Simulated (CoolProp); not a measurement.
A closed Brayton cycle with carbon dioxide: compressor inlet 324.15 K and 9.4 MPa, high pressure 21.3 MPa, turbine inlet 745 K, compressor efficiency 0.8, turbine efficiency 0.9, recuperator effectiveness 0 (on enthalpy, no pinch check). Each further row changes one setting.

Values from CoolProp's reference Helmholtz-energy equation of state, Span 1996.

```csv
case,thermal efficiency (%),net work (kJ/kg),compressor to turbine work,compressor exit (K),turbine exit (K)
as stated,___,59.6,0.38,384.4,651.9
turbine inlet 695 K,___,51.9,___,384.4,605.3
compressor inlet 334.15 K,___,52.3,___,403.7,651.9
high pressure 18.1 MPa,9.9,50.2,___,372.1,670.1
recuperator effectiveness 0.5,___,59.6,0.38,384.4,651.9
```

Q: Complete the blanks.

A: 
- as stated, thermal efficiency (%): 12.1
- turbine inlet 695 K, thermal efficiency (%): 12.0
- turbine inlet 695 K, compressor to turbine work: 0.42
- compressor inlet 334.15 K, thermal efficiency (%): 11.5
- compressor inlet 334.15 K, compressor to turbine work: 0.46
- high pressure 18.1 MPa, compressor to turbine work: 0.36
- recuperator effectiveness 0.5, thermal efficiency (%): 17.8
